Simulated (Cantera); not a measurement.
A closed system holds: 1 mol HMDSO, a varied amount of CO2, 21 mol H2, equilibrated at 948 K and 0.930 bar.

Cantera equilibrium calculation (NASA polynomials, part measured and part estimated; ideal gas, pure solids and liquids). Candidate condensed phases: C, C6H6, C7H8, C8H18, H2O, Si, SiC, SiO2; 123 gas species. The feed counts by its element totals alone. Equilibrium is a limit: real reactors are often held back by kinetics, nucleation or transport.

x: gas mole fraction; n: condensed amount in mol.

```json
[
 {"n(CO2) (mol)": "0.41", "x H2": "0.877", "x CH4": "0.123", "x CO": "1.80e-8", "x H2O": "1.42e-8", "x CO2": "<1e-12", "x C2H6": "1.87e-6", "n C(graphite)": "2.04", "n SiC(s)": "[?]", "n SiO2(β-quartz)": "0.910"},
 {"n(CO2) (mol)": "0.55", "x H2": "0.877", "x CH4": "0.123", "x CO": "1.80e-8", "x H2O": "1.42e-8", "x CO2": "<1e-12", "x C2H6": "1.87e-6", "n C(graphite)": "2.32", "n SiC(s)": "[?]", "n SiO2(β-quartz)": "1.05"},
 {"n(CO2) (mol)": "0.73", "x H2": "0.877", "x CH4": "0.123", "x CO": "1.80e-8", "x H2O": "1.42e-8", "x CO2": "<1e-12", "x C2H6": "1.87e-6", "n C(graphite)": "2.68", "n SiC(s)": "[?]", "n SiO2(β-quartz)": "1.23"},
 {"n(CO2) (mol)": "0.98", "x H2": "0.877", "x CH4": "0.123", "x CO": "1.80e-8", "x H2O": "1.42e-8", "x CO2": "<1e-12", "x C2H6": "1.87e-6", "n C(graphite)": "3.18", "n SiC(s)": "[?]", "n SiO2(β-quartz)": "1.48"},
 {"n(CO2) (mol)": "1.3", "x H2": "0.877", "x CH4": "0.123", "x CO": "1.80e-8", "x H2O": "1.42e-8", "x CO2": "<1e-12", "x C2H6": "1.87e-6", "n C(graphite)": "3.82", "n SiC(s)": "[?]", "n SiO2(β-quartz)": "1.80"},
 {"n(CO2) (mol)": "1.7", "x H2": "0.866", "x CH4": "0.120", "x CO": "0.00820", "x H2O": "0.00640", "x CO2": "0.000110", "x C2H6": "1.80e-6", "n C(graphite)": "4.25", "n SiC(s)": "0", "n SiO2(β-quartz)": "2.00"},
 {"n(CO2) (mol)": "2.3", "x H2": "0.833", "x CH4": "0.111", "x CO": "0.0311", "x H2O": "0.0233", "x CO2": "0.00157", "x C2H6": "1.61e-6", "n C(graphite)": "4.31", "n SiC(s)": "0", "n SiO2(β-quartz)": "2.00"}
]
```

Question: What belongs in the gaps?

Answer: 
- 0.41, n SiC(s): 1.09
- 0.55, n SiC(s): 0.950
- 0.73, n SiC(s): 0.770
- 0.98, n SiC(s): 0.520
- 1.3, n SiC(s): 0.200
